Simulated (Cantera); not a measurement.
Feed: 1 mol SiC, 0.4 mol N2, 0.0066 mol Si, held at 0.210 Torr.

Equilibrium computed with Cantera from the NASA thermochemical tables; the gas is ideal and each condensed phase is pure. Candidate condensed phases: C, Si, SiC, Si3N4; 20 gas species. N2 is the only nitrogen source here; it is nearly inert below about 1500 K, so the nitride shown seldom forms there in practice. Mutual solubility and eutectic melting of coexisting phases are not modelled. Rates play no part.

Problem. Which condensed phases are stable at each of these points (T (K)): 1473, 1573, 1673, 1773, 1873, 1973, 2073, 2173, 2273, 2373, 2473, 2573, 2673?

Solution. 
```
T (K)      condensed phases  Si condensed (%)
-----  --------------------  ----------------
1473      SiC(s) + Si3N4(s)             100.0
1573      SiC(s) + Si3N4(s)             100.0
1673         Si(s) + SiC(s)              99.9
1773         Si(l) + SiC(s)              99.7
1873                 SiC(s)              99.3
1973                 SiC(s)              99.3
2073   C(graphite) + SiC(s)              98.8
2173   C(graphite) + SiC(s)              94.6
2273   C(graphite) + SiC(s)              69.5
2373            C(graphite)               0.0
2473            C(graphite)               0.0
2573            C(graphite)               0.0
2673            C(graphite)               0.0
```

From 1473 K to 1573 K the condensed part is SiC(s) + Si3N4(s). At 1673 K the condensed part is Si(s) + SiC(s). At 1773 K the condensed part is Si(l) + SiC(s). From 1873 K to 1973 K the condensed part is SiC(s). From 2073 K to 2273 K the condensed part is C(graphite) + SiC(s). From 2373 K to 2673 K the condensed part is C(graphite).
